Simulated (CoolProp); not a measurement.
Properties of hexamethyldisiloxane (MM) along the isotherm 620 K (Tc = 518.7 K, pc = 19.31 bar, ω = 0.418).

Values from CoolProp's reference Helmholtz-energy equation of state, Thol 2016.

| p (bar) | phase | Z | cp (kJ/(kg K)) | isothermal compressibility (1/MPa) | expansivity (1/kK) |
|---|---|---|---|---|---|
| 14.9 | gas | 0.8535 | 2.355 | 0.7848 | 2.891 |
| 29.7 | supercritical | 0.7199 | 2.532 | 0.4510 | 5.065 |
| 44.6 | supercritical | 0.6193 | 2.757 | 0.2972 | 7.192 |
| 59.4 | supercritical | 0.5990 | ? | 0.1457 | 5.968 |
| 74.3 | supercritical | 0.6404 | 2.686 | 0.07624 | 4.331 |
| 89.1 | supercritical | 0.7023 | 2.634 | 0.04829 | 3.395 |
| 104 | supercritical | 0.7716 | 2.599 | 0.03438 | 2.826 |
| 119 | supercritical | ? | 2.576 | 0.02634 | 2.448 |
| 134 | supercritical | 0.9173 | 2.558 | 0.02123 | 2.180 |
| 149 | supercritical | 0.9907 | 2.546 | 0.01772 | 1.980 |
| 163 | supercritical | 1.059 | 2.536 | ? | 1.834 |
| 178 | supercritical | 1.132 | 2.528 | 0.01337 | 1.707 |
| 193 | supercritical | 1.204 | ? | 0.01185 | 1.603 |

Question: Fill in the missing entries.

Answer: 
- 59.4, cp (kJ/(kg K)): 2.763
- 119, Z: 0.8440
- 163, isothermal compressibility (1/MPa): 0.01533
- 193, cp (kJ/(kg K)): 2.522
